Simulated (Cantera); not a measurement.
Input: 1 mol Ti(OiPr)4, 11 mol H2O, 0.11 mol C3H8, held at 1900 K and 64.0 mbar.

Method: chemical equilibrium by Gibbs-energy minimisation in Cantera with the NASA 1993 tables (ideal gas, pure condensed phases). Candidate condensed phases: C, C6H6, C7H8, C8H18, H2O, Ti, TiC, TiO, TiO2, Ti2O3, Ti3O5, Ti4O7; 113 gas species. The feed counts by its element totals alone. Kinetics and transport are ignored.

Base state: H2 0.648, CO 0.323, H2O 0.0237, CO2 0.00281, H 0.00252 (mole fractions); condensed: Ti3O5(s).

Question: What changes in the equilibrium state with this change: temperature from 1900 K to 1500 K?

Answer: 
```csv
species,before,after
H2,0.648,0.659
CO,0.323,0.324
H2O,0.0237,0.0149
H,0.00252,5.65e-5
CO2,0.00281,0.00283
"Ti3O5(s), mol",0.333,0
"TiO2(rutile), mol",0,1.00
```

Question: What changes in the equilibrium state with this change: pressure from 64.0 mbar to 17.0 mbar?

Answer: 
| species | before | after |
|---|---|---|
| H2 | 0.648 | 0.646 |
| CO | 0.323 | 0.323 |
| H2O | 0.0237 | 0.0237 |
| H | 0.00252 | 0.00489 |
| OH | 7.59e-6 | 1.47e-5 |
| CO2 | 0.00281 | 0.00281 |
| Ti3O5(s), mol | 0.333 | 0.333 |
